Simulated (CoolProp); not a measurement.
Normal hydrogen along the isobar 7650 kPa: fugacity coefficient from the reference equation and from simpler models built on Tc = -240.0 °C, pc = 1296 kPa, ω = -0.219; each cubic takes its own stable root.

Computed with CoolProp (reference Helmholtz-energy equation of state, Leachman 2009).

```csv
T (°C),phase,reference,van der Waals,Redlich-Kwong,Soave-Redlich-Kwong,Peng-Robinson
-253.05,liquid,0.03782,0.06299,0.01065,0.03194,0.02998
-210.45,supercritical,0.8036,0.8166,0.8702,0.7719,0.7024
-167.85,supercritical,1.014,1.016,1.044,0.9874,0.9307
-125.25,supercritical,1.050,1.055,1.064,1.033,0.9915
-82.65,supercritical,1.055,1.061,1.062,1.043,1.012
-40.05,supercritical,1.053,1.060,1.057,1.045,1.020
2.55,supercritical,1.049,1.057,1.051,1.043,1.023
45.15,supercritical,1.044,1.053,1.046,1.040,1.024
87.75,supercritical,1.040,1.049,1.042,1.038,1.024
```
